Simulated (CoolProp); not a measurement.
A simple Rankine cycle with water: condensing at 327.15 K, boiler at 12 MPa, turbine inlet 637.9 K, turbine efficiency 0.65, pump efficiency 0.7, no recuperator. Each further row changes one setting.

Computed with CoolProp (reference Helmholtz-energy equation of state, Wagner 2002).

```json
[
 {"case": "as stated", "thermal efficiency (%)": "24.1", "net work (kJ/kg)": "644", "heat in (kJ/kg)": "2670", "turbine exit temperature (K)": "327.1", "volume ratio over the turbine": "462"},
 {"case": "turbine inlet 657.9 K", "thermal efficiency (%)": "[?]", "net work (kJ/kg)": "670", "heat in (kJ/kg)": "2750", "turbine exit temperature (K)": "327.1", "volume ratio over the turbine": "438"},
 {"case": "condensing temperature 319.15 K", "thermal efficiency (%)": "[?]", "net work (kJ/kg)": "671", "heat in (kJ/kg)": "[?]", "turbine exit temperature (K)": "319.1", "volume ratio over the turbine": "668"},
 {"case": "boiler pressure 8.4 MPa", "thermal efficiency (%)": "23.5", "net work (kJ/kg)": "655", "heat in (kJ/kg)": "2790", "turbine exit temperature (K)": "327.1", "volume ratio over the turbine": "304"},
 {"case": "turbine efficiency 0.55", "thermal efficiency (%)": "[?]", "net work (kJ/kg)": "[?]", "heat in (kJ/kg)": "2670", "turbine exit temperature (K)": "327.1", "volume ratio over the turbine": "485"}
]
```

Task: Some entries are withheld; supply them.

Result: 
- turbine inlet 657.9 K, thermal efficiency (%): 24.3
- condensing temperature 319.15 K, thermal efficiency (%): 24.8
- condensing temperature 319.15 K, heat in (kJ/kg): 2710
- turbine efficiency 0.55, thermal efficiency (%): 20.3
- turbine efficiency 0.55, net work (kJ/kg): 542

The expansion ends wet for: as stated; turbine inlet 657.9 K; condensing temperature 319.15 K; boiler pressure 8.4 MPa; turbine efficiency 0.55.
